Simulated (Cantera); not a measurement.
Input: 1 mol MgCO₃, 3.7 mol H₂O, at 1248 K and 1.00 bar.

Method: chemical equilibrium by Gibbs-energy minimisation in Cantera with the NASA 1993 tables (ideal gas, pure condensed phases). Candidate condensed phases: C, C₆H₆, C₇H₈, C₈H₁₈, H₂O, Mg, MgCO₃, MgO, Mg(OH)₂; 116 gas species. Kinetics and transport are ignored.

Base state: H₂O 0.787, CO₂ 0.213, H₂ 1.00e-5 (mole fractions); condensed: MgO(s).

Question: What changes in the equilibrium state with this change: MgCO₃ replaced by MgSO₄?

Answer: 
| species | before | after |
|---|---|---|
| H₂O | 0.787 | 0.856 |
| SO₂ | 0 | 0.0937 |
| O₂ | 6.81e-6 | 0.0469 |
| CO₂ | 0.213 | 0 |
| SO₃ | 0 | 0.00359 |
| H₂ | 1.00e-5 | 1.31e-7 |
| MgO(s), mol | 1.00 | 0.421 |
| MgSO₄(s), mol | 0 | 0.579 |
Mutual solubility and eutectic melting of coexisting phases are not modelled. Further candidate phases: H₂SO₄, MgS, MgSO₄, S.

Question: What changes in the equilibrium state with this change: temperature from 1248 K to 2198 K?

Answer: 
```
species       before     after
-----------  -------  --------
H₂O            0.787     0.765
CO₂            0.213     0.198
CO           4.21e-6    0.0123
Mg(OH)₂      1.82e-9  0.000127
H            1.48e-9  0.000529
O              <1e-9  0.000255
OH           1.19e-6   0.00624
MgO(s), mol     1.00     0.999
```
